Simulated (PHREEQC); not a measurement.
Alkaline etch or developer

A solution holds 17 mmol/kgw NH3, 0.43 mmol/kgw H4SiO4 and 1.4 mmol/kgw K2CO3, at 25 °C. Closed to the air; pH follows from the charge balance.

Model: ion-association model, phreeqc.dat, run in PHREEQC.

Each row changes one thing in this solution. Precipitation was switched off in this run.

```
case                                            pH  ionic strength (mol/kgw)  NH3 (mol/kgw)  NH4+ (mol/kgw)  HCO3- (mol/kgw)  H4SiO4 (mol/kgw)  SI of Quartz (SiO2)
-------------------------------------------  -----  ------------------------  -------------  --------------  ---------------  ----------------  -------------------
as made                                      10.71                   0.00445         0.0164        0.000599         0.000350           4.65e-5                -0.35
NH3 from 0.017 to 0.0085 mol/kgw             10.60                   0.00416        0.00812        0.000383         0.000424           5.85e-5                -0.25
NH3 replaced by NH4BF4 at the same molality   3.25                    0.0209        1.49e-8          0.0170          1.29e-6           6.44e-7                -2.21
temperature from 25 to 70 °C                  9.75                   0.00364         0.0166        0.000363         0.000926          0.000110                -0.55
K2CO3 from 0.0014 to 0.0021 mol/kgw          10.76                   0.00638         0.0164        0.000550         0.000473           4.19e-5                -0.40
temperature from 25 to 5 °C                  11.33                   0.00470         0.0163        0.000663         0.000168           2.64e-5                -0.28
```

Away from 25 °C the constants follow the database's enthalpies or fits; those with neither stay at their 25 °C values. SiF6-2 is the database's only silicon fluoride. Real BF4- forms and hydrolyses slowly; the run takes it at equilibrium.
